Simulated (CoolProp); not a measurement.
Hydrogen chloride along the isobar 89.2 bar: density (kg/m³) from the reference equation and from simpler models built on Tc = 51.5 °C, pc = 83.14 bar, ω = 0.130; each cubic takes its own stable root.

Computed with CoolProp (reference Helmholtz-energy equation of state, Thol 2018).

```tsv
T (°C)	phase	reference
-74.15	liquid	1170
-70.15	liquid	1161
-66.15	liquid	1151
-62.25	liquid	1141
-58.25	liquid	1131
-54.25	liquid	1120
-50.35	liquid	1110
-46.35	liquid	1100
-42.35	liquid	1089
-38.45	liquid	1078
-34.45	liquid	1067
-30.45	liquid	1055
-26.45	liquid	1043
-22.55	liquid	1032
-18.55	liquid	1019
```

Problem. How far does each simpler model (van der Waals, Soave-Redlich-Kwong, Peng-Robinson) lie from the reference over these 15 states: mean and median of the absolute difference, and the worst?

Solution. 
- van der Waals: mean 39.6 %, median 39.7 %, worst -40.0 % at -74.15 °C and 89.2 bar
- Soave-Redlich-Kwong: mean 12.5 %, median 12.4 %, worst -13.4 % at -18.55 °C and 89.2 bar
- Peng-Robinson: mean 1.1 %, median 1.0 %, worst -2.1 % at -18.55 °C and 89.2 bar
